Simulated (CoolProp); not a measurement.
Vapour-liquid equilibrium of R22 (1) + n-pentane (2) at 44.05 °C; x and y are mole fractions of (1).

Model: multi-fluid Helmholtz-energy mixture model, Kamei 1995 and Thol 2019; pair parameters Bell 2016, in CoolProp.

```json
[
 {"x": "0.05", "bubble pressure, mixture model (MPa)": "0.2540", "bubble pressure, Raoult's law (MPa)": "0.2100", "y, mixture model": "0.484", "y, Raoult's law": "0.403"},
 {"x": "0.2", "bubble pressure, mixture model (MPa)": "0.5821", "bubble pressure, Raoult's law (MPa)": "0.4438", "y, mixture model": "0.786", "y, Raoult's law": "0.762"},
 {"x": "0.35", "bubble pressure, mixture model (MPa)": "0.8422", "bubble pressure, Raoult's law (MPa)": "0.6776", "y, mixture model": "0.862", "y, Raoult's law": "0.873"},
 {"x": "0.5", "bubble pressure, mixture model (MPa)": "1.046", "bubble pressure, Raoult's law (MPa)": "0.9114", "y, mixture model": "0.899", "y, Raoult's law": "0.928"},
 {"x": "0.65", "bubble pressure, mixture model (MPa)": "1.221", "bubble pressure, Raoult's law (MPa)": "1.145", "y, mixture model": "0.926", "y, Raoult's law": "0.960"},
 {"x": "0.8", "bubble pressure, mixture model (MPa)": "1.400", "bubble pressure, Raoult's law (MPa)": "1.379", "y, mixture model": "0.952", "y, Raoult's law": "0.981"},
 {"x": "0.95", "bubble pressure, mixture model (MPa)": "1.610", "bubble pressure, Raoult's law (MPa)": "1.613", "y, mixture model": "0.986", "y, Raoult's law": "0.996"}
]
```

The largest gap from Raoult's law is +31.2 % in bubble pressure, at x = 0.2. No azeotrope shows between x = 0.05 and 0.95.

The pair parameters rest on a limited set of measurements; away from them the model extrapolates.
